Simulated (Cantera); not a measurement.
Charge: 1 mol SiH2Cl2, 0.7 mol N2, 1.1 mol H2, equilibrated at 1102 °C and 50.0 Pa.

These are equilibrium values from Cantera (NASA tables, ideal gas, pure condensed phases), not measurements of a reactor. Candidate condensed phases: NH4Cl, Si, Si3N4; 28 gas species. N2 is the only nitrogen source here; it is nearly inert below about 1500 K, so the nitride shown seldom forms there in practice. The tables' values for SiCl3 are old estimates; treat these amounts as uncertain. Rates play no part.

Base state: H2 0.455, HCl 0.328, SiCl2 0.115, N2 0.0929, SiCl3 0.00749, SiCl4 0.00225, SiHCl3 0.000199, H 0.000103 (mole fractions); condensed: Si3N4(s).

What changes in the equilibrium state with this change: pressure from 50.0 Pa to 0.120 bar?


```json
[
 {"species": "H2", "before": "0.455", "after": "0.470"},
 {"species": "HCl", "before": "0.328", "after": "0.411"},
 {"species": "N2", "before": "0.0929", "after": "0.0539"},
 {"species": "SiCl2", "before": "0.115", "after": "0.00651"},
 {"species": "SiCl4", "before": "0.00225", "after": "0.0466"},
 {"species": "SiHCl3", "before": "0.000199", "after": "0.00340"},
 {"species": "H", "before": "0.000103", "after": "6.78e-6"},
 {"species": "SiH2Cl2", "before": "2.61e-6", "after": "3.68e-5"},
 {"species": "Cl", "before": "6.16e-5", "after": "4.91e-6"},
 {"species": "Si3N4(s), mol", "before": "0.192", "after": "0.267"}
]
```
